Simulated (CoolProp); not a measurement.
The fluid at 275.82 K and 2.01 MPa flows at 13 m/s in a round tube of 4.6 mm bore and 0.25 µm roughness, fully developed (64/Re and Nu = 3.66 if laminar; Colebrook and Gnielinski if turbulent). The same conditions are run with several fluids, on thermodynamics alone (safety and materials aside).

Values from CoolProp's reference Helmholtz-energy equation of state of each fluid (CH2F2 (R32): Tillner-Roth 1997; ethanol: Schroeder 2014; R124: de Vries 1995; toluene: Lemmon 2006; c-C4F8 (RC318): Platzer 1990). The equations of Platzer and Polt are older, rougher fits.

Rank CH2F2 (R32), ethanol, R124, toluene, c-C4F8 (RC318) by Reynolds number, highest first.

CH2F2 (R32) (419000), R124 (254000), c-C4F8 (RC318) (180000), toluene (70200), ethanol (27800)

| fluid | Darcy friction factor | pressure drop (Pa/m) | heat-transfer coefficient (W/(m² K)) | mass flow (kg/h) |
|---|---|---|---|---|
| CH2F2 (R32) | 0.0143 | 275000 | 34500 | 817 |
| ethanol | 0.0240 | 356000 | 11500 | 627 |
| R124 | 0.0154 | 407000 | 19400 | 1120 |
| toluene | 0.0196 | 319000 | 14700 | 688 |
| c-C4F8 (RC318) | 0.0164 | 479000 | 16600 | 1240 |

Transport values come from each fluid's own correlations; those of CH2F2 (R32), R124, c-C4F8 (RC318) are estimates that may be off by 10 % or more.
